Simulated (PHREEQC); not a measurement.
CaCl2 is added in steps, without added water, to 1 kg of water holding 0.0015 mol/kgw H2SO4 and 0.0013 mol/kgw CuSO4, at 25 °C. O2 is buffered at 0.21 atm. CO2 from the air is kept out. The run lets Gypsum, Portlandite, Tenorite, Brochantite, Antlerite, Atacamite, Chalcanthite precipitate or redissolve, and no other solid.

Base run: PHREEQC, ion-association model, wateq4f.dat. Each further column changes one thing. The table gives CaSO4 (mol/kgw).

```tsv
CaCl2 added (mol)	base	all activity coefficients set to 1	Debye-Hückel limiting law	Davies equation for every ion
0	0	0	0	0
0.00105	0.000160	0.000271	0.000144	0.000158
0.00245	0.000325	0.000570	0.000284	0.000319
0.0035	0.000424	0.000758	0.000362	0.000415
0.0049	0.000531	0.000968	0.000441	0.000519
0.00595	0.000598	0.00110	0.000486	0.000584
0.00735	0.000675	0.00125	0.000534	0.000658
0.0084	0.000724	0.00135	0.000562	0.000705
```
